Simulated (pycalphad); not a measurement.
**Effect of Si content in Fe-Si**

All values are pycalphad results on the COST 507 light-alloy database (1999) (1 atm), not direct measurements. These are 1990s assessments: newer ones move some temperatures and phases. Amounts are mole fractions of atoms. Diffusion is slow at the low end, where real alloys seldom reach equilibrium.

```
alloy             liquidus (K)  first solid  solidus (K)  phases at 975 K
----------------  ------------  -----------  -----------  ---------------
Fe-2.03Si (at.%)          1795       BCC_A2         1786      BCC_A2 1.00
Fe-4.06Si (at.%)          1777       BCC_A2         1762      BCC_A2 1.00
Fe-6.08Si (at.%)           [?]       BCC_A2          [?]      BCC_A2 1.00
Fe-8.11Si (at.%)          1739       BCC_A2         1716      BCC_A2 1.00
```

Some entries are withheld; supply them.


- Fe-6.08Si (at.%), liquidus (K): 1759
- Fe-6.08Si (at.%), solidus (K): 1739

BCC_A2 is bcc.
